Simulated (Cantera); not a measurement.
**Si + HCl + H₂ (chlorosilane synthesis and conversion)**

Feed: 1 mol Si, 4.9 mol HCl, 0.53 mol H₂, at 975 Torr.

Method: chemical equilibrium by Gibbs-energy minimisation in Cantera with the NASA 1993 tables (ideal gas, pure condensed phases). Candidate condensed phases: Si; 19 gas species. The tables' values for SiCl₃ are old estimates; treat these amounts as uncertain. The numbers say what is thermodynamically allowed, not how fast it happens.

```json
[
 {"T (K)": "873", "x H₂": "0.570", "x HCl": "0.205", "x SiCl₄": "0.224", "x SiHCl₃": "0.00134", "x SiCl₃": "4.15e-6", "x SiCl₂": "4.52e-9", "x SiH₂Cl₂": "7.28e-7"},
 {"T (K)": "923", "x H₂": "0.569", "x HCl": "0.205", "x SiCl₄": "0.224", "x SiHCl₃": "0.00221", "x SiCl₃": "1.53e-5", "x SiCl₂": "4.19e-8", "x SiH₂Cl₂": "2.13e-6"},
 {"T (K)": "973", "x H₂": "0.568", "x HCl": "0.207", "x SiCl₄": "0.222", "x SiHCl₃": "0.00343", "x SiCl₃": "4.86e-5", "x SiCl₂": "3.05e-7", "x SiH₂Cl₂": "5.53e-6"},
 {"T (K)": "1023", "x H₂": "0.566", "x HCl": "0.208", "x SiCl₄": "0.220", "x SiHCl₃": "0.00507", "x SiCl₃": "0.000137", "x SiCl₂": "1.80e-6", "x SiH₂Cl₂": "1.29e-5"},
 {"T (K)": "1073", "x H₂": "0.564", "x HCl": "0.211", "x SiCl₄": "0.218", "x SiHCl₃": "0.00715", "x SiCl₃": "0.000348", "x SiCl₂": "8.89e-6", "x SiH₂Cl₂": "2.74e-5"},
 {"T (K)": "1123", "x H₂": "0.561", "x HCl": "0.214", "x SiCl₄": "0.215", "x SiHCl₃": "0.00967", "x SiCl₃": "0.000804", "x SiCl₂": "3.73e-5", "x SiH₂Cl₂": "5.33e-5"},
 {"T (K)": "1173", "x H₂": "0.557", "x HCl": "0.218", "x SiCl₄": "0.211", "x SiHCl₃": "0.0126", "x SiCl₃": "0.00170", "x SiCl₂": "0.000136", "x SiH₂Cl₂": "9.60e-5"},
 {"T (K)": "1223", "x H₂": "0.552", "x HCl": "0.223", "x SiCl₄": "0.206", "x SiHCl₃": "0.0157", "x SiCl₃": "0.00334", "x SiCl₂": "0.000432", "x SiH₂Cl₂": "0.000160"},
 {"T (K)": "1273", "x H₂": "0.545", "x HCl": "0.230", "x SiCl₄": "0.198", "x SiHCl₃": "0.0188", "x SiCl₃": "0.00605", "x SiCl₂": "0.00121", "x SiH₂Cl₂": "0.000246"}
]
```
x: gas mole fraction; nothing condenses.

From 873 K to 1273 K nothing is condensed. The main Si-bearing gas is SiCl₄ throughout.
